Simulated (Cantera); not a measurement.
What does this Cantera script print?

```python
import numpy as np
import cantera as ct

gas_names = """
    B BH BH2 BH3 BN B2 H H2 N NH NH2 NH3 N2 N2H2 N2H4
""".split()
cond_names = """
    B(b) B(L) BN(s)
""".split()


# ... load() reads the species with a 1 bar reference pressure and builds the phases ...
atoms = {
    'B2H6': {'B': 2, 'H': 6},
    'H2': {'H': 2},
    'N2': {'N': 2},
}
top_T = {'BN(s)': 3200}  # K; cautious upper limits of use, not melting points


# ... equilibrate(T, P, feed) seeds the gas with the atoms and calls Mixture.equilibrate('TP', solver="vcs", rtol=1e-11, max_steps=5000) ...
results = []
feed = {'B2H6': 1, 'H2': 29, 'N2': 1.3}  # mol
T = 750  # K
P = 13000  # Pa
mix = equilibrate(T, P, feed)
results.append((T, P, feed, dict(zip(mix.species_names, mix.species_moles))))
print(gas.report(threshold=0.001))
for i in range(1, mix.n_phases):
    print(f"{mix.phase(i).name:16s} {mix.phase_moles(i):12.5e} mol")
```

Result:

```
       temperature   750 K
          pressure   13000 Pa
           density   0.0047065 kg/m^3
  mean mol. weight   2.2576 kg/kmol
   phase of matter   gas

                          1 kg             1 kmol
                     ---------------   ---------------
          enthalpy        5.8561e+06        1.3221e+07  J
   internal energy         3.094e+06         6.985e+06  J
           entropy             77794        1.7563e+05  J/K
    Gibbs function       -5.2489e+07        -1.185e+08  J
 heat capacity c_p             13056             29476  J/K
 heat capacity c_v            9373.6             21162  J/K

                      mass frac. Y      mole frac. X     chem. pot. / RT
                     ---------------   ---------------   ---------------
                H2           0.88466           0.99068            -18.89
                N2           0.11487          0.009257             -30.9
     [  +13 minor]        0.00047529        6.3004e-05

B(b)              0.00000e+00 mol
BN(s)             2.00000e+00 mol
```

Cantera equilibrium calculation (NASA polynomials, part measured and part estimated; ideal gas, pure solids and liquids). The feed counts by its element totals alone. N2 is the only nitrogen source here; it is nearly inert below about 1500 K, so the nitride shown seldom forms there in practice.
